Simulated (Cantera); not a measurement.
A closed system holds: 1 mol C2H4, 0.97 mol NH3, equilibrated at 1375 K and 13.3 mbar.

Cantera equilibrium calculation (NASA polynomials, part measured and part estimated; ideal gas, pure solids and liquids). Candidate condensed phases: C, C6H6, C7H8, C8H18; 92 gas species. Rates play no part.

Base state: H2 0.877, N2 0.123, HCN 0.000133, CH4 5.10e-5, H 2.78e-5 (mole fractions); condensed: C(graphite).

### Question
What changes in the equilibrium state with this change: temperature from 1375 K to 800 K?

### Answer
| species | before | after |
|---|---|---|
| H2 | 0.877 | 0.862 |
| N2 | 0.123 | 0.125 |
| CH4 | 5.10e-5 | 0.0133 |
| H | 2.78e-5 | <1e-9 |
| HCN | 0.000133 | 3.07e-8 |
| NH3 | 3.59e-7 | 1.13e-5 |
| C(graphite), mol | 2.00 | 1.95 |

### Question
What changes in the equilibrium state with this change: NH3 from 0.97 to 0.04 mol?

### Answer
| species | before | after |
|---|---|---|
| H2 | 0.877 | 0.990 |
| N2 | 0.123 | 0.00960 |
| CH4 | 5.10e-5 | 6.51e-5 |
| HCN | 0.000133 | 3.93e-5 |
| H | 2.78e-5 | 2.95e-5 |
| C(graphite), mol | 2.00 | 2.00 |
